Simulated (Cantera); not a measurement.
# Ignition delay

Mixture: 38.7 % H2, 12.9 % O2, 48.4 % N2, at 1000000 Pa, adiabatic and at constant pressure. Ignition delay is the time to a rise of 400 K.

Model: the H2/O2 subset of GRI-Mech 3.0, which has no nitrogen chemistry, integrated in Cantera. The hydrogen kinetics of GRI-Mech 3.0 are dated; newer H2 mechanisms differ, most at raised pressure.

```json
[
 {"T0 (K)": "1200", "delay (ms)": "0.0598"},
 {"T0 (K)": "1250", "delay (ms)": "0.0127"},
 {"T0 (K)": "1300", "delay (ms)": "0.00537"},
 {"T0 (K)": "1350", "delay (ms)": "0.00335"},
 {"T0 (K)": "1400", "delay (ms)": "0.00241"},
 {"T0 (K)": "1450", "delay (ms)": "0.00186"}
]
```

| Property | Result |
|---|---|
| apparent activation energy between 1350 and 1450 K | 96 kJ/mol |
